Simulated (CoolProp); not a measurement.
n-perfluorohexane along the isobar 9.62 MPa: fugacity coefficient from the reference equation and from simpler models built on Tc = 448.0 K, pc = 1.742 MPa, ω = 0.497; each cubic takes its own stable root.

The numbers come from the reference Helmholtz-energy equation of state, Gao 2022 in CoolProp.

```tsv
T (K)	phase	reference
329.7	liquid	0.02019
341.4	liquid	0.02865
353.1	liquid	0.03932
364.8	liquid	0.05240
376.5	liquid	0.06803
388.2	liquid	0.08627
399.9	liquid	0.1071
411.6	liquid	0.1304
423.3	liquid	0.1561
435	liquid	0.1840
```

**Question.** How far does each simpler model (Redlich-Kwong, Soave-Redlich-Kwong) lie from the reference over these 10 states: mean and median of the absolute difference, and the worst?

**Answer.** 
- Redlich-Kwong: mean 70.7 %, median 60.7 %, worst +151.7 % at 329.7 K and 9.62 MPa
- Soave-Redlich-Kwong: mean 13.2 %, median 13.1 %, worst +15.2 % at 435 K and 9.62 MPa
